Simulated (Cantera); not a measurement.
What does this Cantera script print?

```python
import numpy as np
import cantera as ct

gas_names = [...]  # 136 gases of nasa_gas.yaml made of C, H, N, O
cond_names = """
    C(gr) C6H6(L) C7H8(L) C8H18(L),n-octa H2O(s) H2O(L)
""".split()


# ... load() reads the species with a 1 bar reference pressure and builds the phases ...
atoms = {
    'C2H5OH': {'C': 2, 'H': 6, 'O': 1},
    'NH3': {'N': 1, 'H': 3},
    'H2': {'H': 2},
}
top_T = {'C(gr)': 4500}  # K; cautious upper limits of use, not melting points


# ... equilibrate(T, P, feed) seeds the gas with the atoms and calls Mixture.equilibrate('TP', solver="vcs", rtol=1e-11, max_steps=5000) ...
results = []
P = 210000  # Pa
for T in [1773, 1873, 1973, 2073, 2173, 2273, 2373, 2473, 2573, 2673, 2773, 2873, 2973]:
    for m in [4.4, 8.8, 13, 18, 22, 26, 31]:
        feed = {'C2H5OH': 1, 'NH3': 0.53, 'H2': m}  # mol
        mix = equilibrate(T, P, feed)
        results.append((T, P, feed, dict(zip(mix.species_names, mix.species_moles))))

for T, P, feed, n in results:
    print(f"{T:7g} {feed['H2']:10.4g}  " + (" + ".join(c for c in cond_names if n.get(c, 0) > 1e-12) or "gas only"))
```

Output:

```
   1773        4.4  C(gr)
   1773        8.8  C(gr)
   1773         13  C(gr)
   1773         18  C(gr)
   1773         22  C(gr)
   1773         26  C(gr)
   1773         31  C(gr)
   1873        4.4  C(gr)
   1873        8.8  C(gr)
   1873         13  C(gr)
   1873         18  C(gr)
   1873         22  C(gr)
   1873         26  C(gr)
   1873         31  C(gr)
   1973        4.4  C(gr)
   1973        8.8  C(gr)
   1973         13  C(gr)
   1973         18  C(gr)
   1973         22  C(gr)
   1973         26  C(gr)
   1973         31  C(gr)
   2073        4.4  C(gr)
   2073        8.8  C(gr)
   2073         13  C(gr)
   2073         18  C(gr)
   2073         22  C(gr)
   2073         26  C(gr)
   2073         31  C(gr)
   2173        4.4  C(gr)
   2173        8.8  C(gr)
   2173         13  C(gr)
   2173         18  C(gr)
   2173         22  C(gr)
   2173         26  C(gr)
   2173         31  C(gr)
   2273        4.4  C(gr)
   2273        8.8  C(gr)
   2273         13  C(gr)
   2273         18  C(gr)
   2273         22  C(gr)
   2273         26  C(gr)
   2273         31  C(gr)
   2373        4.4  C(gr)
   2373        8.8  C(gr)
   2373         13  C(gr)
   2373         18  C(gr)
   2373         22  C(gr)
   2373         26  C(gr)
   2373         31  C(gr)
   2473        4.4  C(gr)
   2473        8.8  C(gr)
   2473         13  C(gr)
   2473         18  C(gr)
   2473         22  C(gr)
   2473         26  C(gr)
   2473         31  C(gr)
   2573        4.4  C(gr)
   2573        8.8  C(gr)
   2573         13  C(gr)
   2573         18  C(gr)
   2573         22  C(gr)
   2573         26  gas only
   2573         31  gas only
   2673        4.4  C(gr)
   2673        8.8  C(gr)
   2673         13  C(gr)
   2673         18  gas only
   2673         22  gas only
   2673         26  gas only
   2673         31  gas only
   2773        4.4  C(gr)
   2773        8.8  C(gr)
   2773         13  gas only
   2773         18  gas only
   2773         22  gas only
   2773         26  gas only
   2773         31  gas only
   2873        4.4  C(gr)
   2873        8.8  gas only
   2873         13  gas only
   2873         18  gas only
   2873         22  gas only
   2873         26  gas only
   2873         31  gas only
   2973        4.4  gas only
   2973        8.8  gas only
   2973         13  gas only
   2973         18  gas only
   2973         22  gas only
   2973         26  gas only
   2973         31  gas only
```

Method: chemical equilibrium by Gibbs-energy minimisation in Cantera with the NASA 1993 tables (ideal gas, pure condensed phases).
